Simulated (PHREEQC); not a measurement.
HF is added in steps, without added water, to 1 kg of water holding 0.006 mol/kgw Na2SeO4, 0.012 mol/kgw HCl and 0.17 mol/kgw NaCl, at 25 °C. Oxygen is held at 0.21 atm. CO2 from the air is kept out. Solids allowed: Halite. Others were left out.

Base run: PHREEQC, ion-association model, wateq4f.dat. Each further column changes one thing. The table gives pH.

| HF added (mol) | base | all activity coefficients set to 1 | Davies equation for every ion | Debye-Hückel limiting law | metal-ligand complexes left out |
|---|---|---|---|---|---|
| 0 | 2.05 | 2.00 | 2.08 | 2.16 | 2.05 |
| 0.03375 | 1.96 | 1.93 | 1.99 | 2.05 | 1.96 |
| 0.0675 | 1.90 | 1.88 | 1.93 | 1.98 | 1.91 |
| 0.1013 | 1.86 | 1.85 | 1.89 | 1.93 | 1.87 |
| 0.135 | 1.83 | 1.82 | 1.85 | 1.90 | 1.83 |
| 0.1688 | 1.80 | 1.80 | 1.83 | 1.87 | 1.81 |
| 0.1913 | 1.78 | 1.78 | 1.81 | 1.85 | 1.79 |
| 0.225 | 1.76 | 1.76 | 1.79 | 1.82 | 1.77 |
| 0.2587 | 1.74 | 1.75 | 1.77 | 1.80 | 1.75 |
| 0.2925 | 1.73 | 1.73 | 1.75 | 1.78 | 1.73 |
| 0.3262 | 1.71 | 1.72 | 1.74 | 1.77 | 1.71 |
| 0.36 | 1.70 | 1.70 | 1.72 | 1.75 | 1.70 |

wateq4f.dat counts part of the HF as a dimer, H2F2, which phreeqc.dat doesn't know; its constant is uncertain.
